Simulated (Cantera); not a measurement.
# Premixed flame

A freely propagating, adiabatic, planar premixed flame of 42.4 % H2, 10.1 % O2, 47.5 % N2, equivalence ratio 2.1, unburnt at 575 K and 750 Torr; mixture-averaged transport, grid criteria slope 0.08 and curve 0.16, no radiation.

Detailed kinetics in Cantera: the H2/O2 subset of GRI-Mech 3.0, which has no nitrogen chemistry. Burning velocities carry a grid error of a few per cent, more on coarse grids.

```json
[
 {"z (mm)": "-1.38", "T (K)": "575", "u (m/s)": "7.03", "x H2": "0.424", "x O2": "0.101", "x H": "<1e-8", "x H2O": "<1e-8", "x OH": "<1e-8", "x H2O2": "<1e-8"},
 {"z (mm)": "-0.923", "T (K)": "575", "u (m/s)": "7.03", "x H2": "0.424", "x O2": "0.101", "x H": "<1e-8", "x H2O": "<1e-8", "x OH": "<1e-8", "x H2O2": "<1e-8"},
 {"z (mm)": "-0.692", "T (K)": "575", "u (m/s)": "7.03", "x H2": "0.424", "x O2": "0.101", "x H": "<1e-8", "x H2O": "<1e-8", "x OH": "<1e-8", "x H2O2": "<1e-8"},
 {"z (mm)": "-0.461", "T (K)": "575", "u (m/s)": "7.03", "x H2": "0.424", "x O2": "0.101", "x H": "1.17e-7", "x H2O": "3.32e-7", "x OH": "<1e-8", "x H2O2": "<1e-8"},
 {"z (mm)": "-0.231", "T (K)": "605", "u (m/s)": "7.36", "x H2": "0.419", "x O2": "0.101", "x H": "0.000357", "x H2O": "0.00149", "x OH": "8.81e-5", "x H2O2": "4.94e-6"},
 {"z (mm)": "-0.115", "T (K)": "817", "u (m/s)": "9.73", "x H2": "0.389", "x O2": "0.0942", "x H": "0.00792", "x H2O": "0.0204", "x OH": "0.000517", "x H2O2": "8.57e-6"},
 {"z (mm)": "0", "T (K)": "1183", "u (m/s)": "13.7", "x H2": "0.304", "x O2": "0.0621", "x H": "0.0412", "x H2O": "0.0903", "x OH": "0.00159", "x H2O2": "1.54e-6"},
 {"z (mm)": "0.115", "T (K)": "1437", "u (m/s)": "16.6", "x H2": "0.225", "x O2": "0.0175", "x H": "0.0720", "x H2O": "0.176", "x OH": "0.00281", "x H2O2": "7.90e-7"},
 {"z (mm)": "0.231", "T (K)": "1549", "u (m/s)": "17.7", "x H2": "0.204", "x O2": "0.00331", "x H": "0.0759", "x H2O": "0.205", "x OH": "0.00290", "x H2O2": "4.62e-7"},
 {"z (mm)": "0.461", "T (K)": "1651", "u (m/s)": "18.8", "x H2": "0.207", "x O2": "0.000473", "x H": "0.0661", "x H2O": "0.212", "x OH": "0.00307", "x H2O2": "3.12e-7"},
 {"z (mm)": "0.923", "T (K)": "1756", "u (m/s)": "19.8", "x H2": "0.216", "x O2": "0.000258", "x H": "0.0519", "x H2O": "0.215", "x OH": "0.00307", "x H2O2": "1.92e-7"},
 {"z (mm)": "1.85", "T (K)": "1856", "u (m/s)": "20.8", "x H2": "0.224", "x O2": "0.000152", "x H": "0.0379", "x H2O": "0.217", "x OH": "0.00274", "x H2O2": "1.03e-7"},
 {"z (mm)": "3.69", "T (K)": "1940", "u (m/s)": "21.6", "x H2": "0.231", "x O2": "7.54e-5", "x H": "0.0258", "x H2O": "0.219", "x OH": "0.00217", "x H2O2": "5.08e-8"}
]
```
x: mole fraction of selected species; z is measured from the peak of heat release.

| Item | Result |
|---|---|
| laminar burning velocity | 703 cm/s |
| thermal thickness | 0.461 mm |
| peak x(H) | 0.0764 |
| peak x(OH) | 0.00311 |
| peak x(H2O2) | 1.01e-5 |
| grid points | 130 |
